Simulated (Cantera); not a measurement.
An isothermal, constant-pressure homogeneous reactor starts with 9.09 % C2H6, 90.9 % N2, at 1225 K and 1.01 bar.

Cantera simulation using GRI-Mech 3.0 (53 species, 325 reactions); the numbers are that mechanism's predictions, not measurements. GRI-Mech 3.0 stops at C3 and has no aromatics, soot or wall deposition, so with more carbon than oxygen in the feed, carbon stays in small species such as C2H2 where larger ones or solid carbon would form.

Problem. Predict: x(C2H6) at 1.00 s; x(C2H4) at 1.00 s; x(CH3) at 1.00 s; x(H) at 1.00 s.

Solution. 
```
Quantity                                             Result
-----------------  ----------------------------------------
x(C2H6) at 1.00 s  0.000379 (gas-phase equilibrium 6.26e-5)
x(C2H4) at 1.00 s    0.0347 (gas-phase equilibrium 0.00919)
x(CH3) at 1.00 s    2.28e-6 (gas-phase equilibrium 1.58e-6)
x(H) at 1.00 s      6.79e-7 (gas-phase equilibrium 7.59e-8)
```
